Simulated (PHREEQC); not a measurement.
Acid mine or pickling water: speciation

A made-up water analysis in mg/L, 13 °C, pH 2.99, pe 9.2: Na 102; K 187; Ca 452; Mg 153; Cl 213; S(6) as SO4 5580; O(0) (dissolved oxygen) 8.32; Si as SiO2 1.58; Zn 5.08; Mn(2) 18.

Valence states are taken as typed.

The numbers come from PHREEQC with the ion-association model, wateq4f.dat.

ionic strength: 0.120 mol/kgw
total alkalinity: -2.97 meq/kg
charge-balance error: -57.9 %

| species | molality | activity | log γ |
|---|---|---|---|
| SO4-2 | 0.0466 | 0.0167 | -0.447 |
| Cl- | 0.00605 | 0.00456 | -0.122 |
| CaSO4 | 0.00589 | 0.00606 | 0.012 |
| Ca+2 | 0.00542 | 0.00205 | -0.423 |
| K+ | 0.00441 | 0.00333 | -0.122 |
| Na+ | 0.00415 | 0.00322 | -0.110 |
| MgSO4 | 0.00330 | 0.00339 | 0.012 |
| Mg+2 | 0.00303 | 0.00120 | -0.403 |
| HSO4- | 0.00168 | 0.00129 | -0.115 |
| H+ | 0.00125 | 0.00102 | -0.086 |
| KSO4- | 0.000401 | 0.000313 | -0.107 |
| NaSO4- | 0.000318 | 0.000248 | -0.107 |
| O2 | 0.000262 | 0.000269 | 0.012 |
| Mn+2 | 0.000175 | 6.76e-5 | -0.413 |

No solid was allowed to form. Saturation is exceeded, for instance for Gypsum; the values hold only as long as no solid forms. Constants without temperature data keep their 25 °C values here.
